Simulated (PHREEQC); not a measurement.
Dissolve 0.21 mol/kgw NH4HF2, 0.00014 mol/kgw (NH4)2SiF6, 0.00018 mol/kgw HCl and 0.17 mol/kgw H3BO3 at 20 °C. Closed to the air; pH follows from the charge balance.

The numbers come from PHREEQC with the ion-association model, wateq4f.dat.

### Question
The ionic strength comes out as 0.210 mol/kgw. What activity coefficients do H2BO3-, Cl-, BF4-, BF3OH-, H+ get?

### Answer
H2BO3- 0.68, Cl- 0.71, BF4- 0.68, BF3OH- 0.68, H+ 0.80.

Precipitation was switched off in this run. SiF6-2 is the database's only silicon fluoride. Real BF4- forms and hydrolyses slowly; the run takes it at equilibrium.
